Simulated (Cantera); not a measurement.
Stirred combustor or abatement burner

A perfectly stirred reactor is fed with CH3OH : O2 : N2 : H2O = 1 : 1.92 : 6.54 : 1.5 (molar parts), at 0.380 bar; it is adiabatic with a 675 K inlet, and is followed from long to short residence time, starting on the burning branch (τ in s: 0.16, 0.068, 0.029, 0.013, 0.0055, 0.0024, 0.001, 0.00045, 0.00019, 8.3e-05).

Detailed kinetics in Cantera: GRI-Mech 3.0 (53 species, 325 reactions). GRI-Mech 3.0 was tuned for natural gas; its chemistry of methanol as a main component is partial and can be far from experiment.

| τ (s) | T (K) | x CH3OH | x O2 | x H2O | x CH2O | x CH4 | x H |
|---|---|---|---|---|---|---|---|
| 0.16 | 2089 | 1.24e-6 | 0.0373 | 0.299 | 1.16e-6 | 2.77e-8 | 0.000351 |
| 0.068 | 2073 | 2.46e-6 | 0.0380 | 0.297 | 2.30e-6 | 3.99e-8 | 0.000545 |
| 0.029 | 2046 | 4.57e-6 | 0.0390 | 0.295 | 4.29e-6 | 5.53e-8 | 0.000960 |
| 0.013 | 2008 | 7.98e-6 | 0.0404 | 0.291 | 7.46e-6 | 8.79e-8 | 0.00169 |
| 0.0055 | 1956 | 1.47e-5 | 0.0424 | 0.286 | 1.35e-5 | 1.81e-7 | 0.00297 |
| 0.0024 | 1898 | 2.74e-5 | 0.0447 | 0.281 | 2.46e-5 | 4.31e-7 | 0.00467 |
| 0.0010 | 1834 | 5.75e-5 | 0.0476 | 0.276 | 4.93e-5 | 1.22e-6 | 0.00663 |
| 0.00045 | 1776 | 0.000126 | 0.0512 | 0.273 | 0.000103 | 3.43e-6 | 0.00784 |
| 0.00019 | 1699 | 0.000387 | 0.0589 | 0.271 | 0.000302 | 1.26e-5 | 0.00693 |
| 8.3e-5 | 675 | 0.0912 | 0.175 | 0.137 | <1e-12 | <1e-12 | <1e-12 |
x: mole fraction; the columns are a selection and need not sum to one.
